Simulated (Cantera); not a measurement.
Premixed flame

A freely propagating, adiabatic, planar premixed flame of CH₄ : O₂ : N₂ = 1 : 1.67 : 4.5 (molar parts), unburnt at 650 K and 1.10 bar; mixture-averaged transport, grid criteria slope 0.08 and curve 0.16, no radiation.

Model: GRI-Mech 3.0 (53 species, 325 reactions), integrated in Cantera. Burning velocities carry a grid error of a few per cent, more on coarse grids.

```
z (mm)   T (K)  u (m/s)     x CH₄     x O₂     x CH₂     x H₂      x NO    x NO₂
-------  -----  -------  --------  -------  --------  -------  --------  -------
-0.671     650     2.12     0.139    0.233     <1e-8  0.00158     <1e-8    <1e-8
-0.447     652     2.13     0.139    0.232     <1e-8  0.00513     <1e-8    <1e-8
-0.335     660     2.17     0.137    0.230     <1e-8  0.00984   3.86e-8    <1e-8
-0.224     725     2.41     0.131    0.224     <1e-8   0.0200   4.08e-7  4.32e-8
-0.112    1184     4.03    0.0922    0.182   1.58e-6   0.0382   4.86e-6  5.52e-8
-0.0559   1646     5.71    0.0496    0.129   3.98e-5   0.0475   1.24e-5  3.43e-8
0         2057     7.25    0.0134   0.0705  0.000180   0.0503   2.68e-5  1.23e-8
0.0559    2255     7.98   0.00166   0.0342  0.000112   0.0451   4.83e-5    <1e-8
0.112     2310     8.17  0.000122   0.0190   1.65e-5   0.0403   6.77e-5    <1e-8
0.224     2342     8.24   5.12e-7   0.0112   9.81e-8   0.0384   8.71e-5    <1e-8
0.447     2380     8.34     <1e-8  0.00906     <1e-8   0.0386  0.000103    <1e-8
0.894     2429     8.48     <1e-8  0.00764     <1e-8   0.0376  0.000129  1.13e-8
1.79      2489     8.65     <1e-8  0.00598     <1e-8   0.0361  0.000178  1.71e-8
```
x: mole fraction of selected species; z is measured from the peak of heat release.

- laminar burning velocity = 211 cm/s
- thermal thickness = 0.224 mm
- peak x(CH₂) = 0.000190
- peak x(H₂) = 0.0505
- grid points = 147
